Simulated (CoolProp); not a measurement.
A simple Rankine cycle with propylene: condensing at 308.15 K, boiler at 3.16 MPa, turbine inlet 494.5 K, turbine efficiency 0.6, pump efficiency 0.8, no recuperator. Each further row changes one setting.

The numbers come from the reference Helmholtz-energy equation of state, Lemmon 2013 in CoolProp.

| case | thermal efficiency (%) | net work (kJ/kg) | heat in (kJ/kg) | turbine exit temperature (K) | volume ratio over the turbine |
|---|---|---|---|---|---|
| as stated | 5.3 | ___ | 681 | 469.1 | 2.12 |
| turbine inlet 514.5 K | 5.2 | 38.0 | 729 | 489.5 | 2.12 |
| condensing temperature 300.15 K | 6.4 | 45.1 | 702 | 463.4 | 2.56 |
| boiler pressure 2.21 MPa | ___ | 20.3 | 693 | 481.5 | ___ |
| turbine efficiency 0.5 | ___ | 29.2 | 681 | 472.1 | ___ |

Problem. Fill in the missing entries.

Solution. 
- as stated, net work (kJ/kg): 35.8
- boiler pressure 2.21 MPa, thermal efficiency (%): 2.9
- boiler pressure 2.21 MPa, volume ratio over the turbine: 1.49
- turbine efficiency 0.5, thermal efficiency (%): 4.3
- turbine efficiency 0.5, volume ratio over the turbine: 2.14
